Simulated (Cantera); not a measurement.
An isothermal, constant-pressure homogeneous reactor starts with 1.03 % C3H8, 99.0 % H2, at 1700 K and 0.0132 atm.

Model: GRI-Mech 3.0 (53 species, 325 reactions), integrated in Cantera. GRI-Mech 3.0 was tuned for natural gas; its chemistry of propane as a main component is partial and can be far from experiment. GRI-Mech 3.0 stops at C3 and has no aromatics, soot or wall deposition, so with more carbon than oxygen in the feed, carbon stays in small species such as C2H2 where larger ones or solid carbon would form. Radical loss at walls, strong at low pressure, is not modelled.

x: mole fraction; the columns are a selection and need not sum to one.

| t (s) | x C3H8 | x H2 | x C2H4 | x C2H2 | x C2H | x H |
|---|---|---|---|---|---|---|
| 8.00e-5 | 0.00759 | 0.986 | (withheld) | 7.92e-6 | 5.48e-11 | 0.00125 |
| 0.000229 | 0.00206 | 0.977 | (withheld) | 0.000340 | 7.11e-9 | 0.00368 |
| 0.000656 | 4.93e-6 | 0.973 | (withheld) | 0.00306 | 8.04e-8 | 0.00459 |
| 0.00188 | 2.95e-10 | 0.975 | (withheld) | 0.00652 | 1.30e-7 | 0.00349 |
| 0.00538 | 1.94e-10 | 0.975 | (withheld) | 0.00832 | 1.38e-7 | 0.00289 |
| 0.0154 | 1.38e-10 | 0.976 | (withheld) | 0.00871 | 1.24e-7 | 0.00248 |
| 0.0442 | 7.41e-11 | 0.977 | (withheld) | 0.00907 | 9.90e-8 | 0.00191 |
| 0.126 | 3.06e-11 | 0.978 | (withheld) | 0.00957 | 7.52e-8 | 0.00138 |
| 0.362 | 1.41e-11 | 0.979 | (withheld) | 0.0103 | 6.77e-8 | 0.00116 |
| 1.04 | 6.03e-12 | 0.980 | (withheld) | 0.0114 | 7.58e-8 | 0.00116 |
| 2.97 | 1.22e-12 | 0.982 | (withheld) | 0.0130 | 8.91e-8 | 0.00121 |
| 8.51 | <1e-12 | 0.983 | 9.32e-6 | 0.0141 | 1.00e-7 | 0.00125 |
| 24.4 | <1e-12 | 0.983 | 9.34e-6 | 0.0146 | 1.05e-7 | 0.00127 |
| 69.8 | <1e-12 | 0.984 | 9.41e-6 | 0.0148 | 1.07e-7 | 0.00127 |
| 200 | <1e-12 | 0.984 | 9.43e-6 | 0.0149 | 1.08e-7 | 0.00127 |

**Question.** What belongs in the gaps?

**Answer.** 
- 8.00e-5, x C2H4: 0.00181
- 0.000229, x C2H4: 0.00612
- 0.000656, x C2H4: 0.00530
- 0.00188, x C2H4: 0.00194
- 0.00538, x C2H4: 0.000236
- 0.0154, x C2H4: 3.82e-5
- 0.0442, x C2H4: 2.91e-5
- 0.126, x C2H4: 2.11e-5
- 0.362, x C2H4: 1.64e-5
- 1.04, x C2H4: 1.29e-5
- 2.97, x C2H4: 1.01e-5
